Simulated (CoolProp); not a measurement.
A simple Rankine cycle with trans-2-butene: condensing at 312.15 K, boiler at 1.98 MPa, turbine inlet 392.5 K, turbine efficiency 0.85, pump efficiency 0.8, no recuperator. Each further row changes one setting.

Computed with CoolProp (reference Helmholtz-energy equation of state, Lemmon 2005). It is a short technical equation, of lower accuracy than the large ones.

```
case                             thermal efficiency (%)  net work (kJ/kg)  heat in (kJ/kg)  turbine exit temperature (K)  volume ratio over the turbine
-------------------------------  ----------------------  ----------------  ---------------  ----------------------------  -----------------------------
as stated                                          13.1              60.2              460                         330.7                           6.17
turbine inlet 412.5 K                              13.2              67.3              510                         354.3                              …
condensing temperature 304.15 K                    14.4                 …                …                         324.1                           7.76
boiler pressure 1.39 MPa                           11.0              53.1              484                         348.1                           3.99
turbine efficiency 0.75                            11.5              52.7              460                         334.9                              …
```

Question: What belongs in the gaps?

Answer: 
- turbine inlet 412.5 K, volume ratio over the turbine: 5.86
- condensing temperature 304.15 K, net work (kJ/kg): 68.9
- condensing temperature 304.15 K, heat in (kJ/kg): 479
- turbine efficiency 0.75, volume ratio over the turbine: 6.27
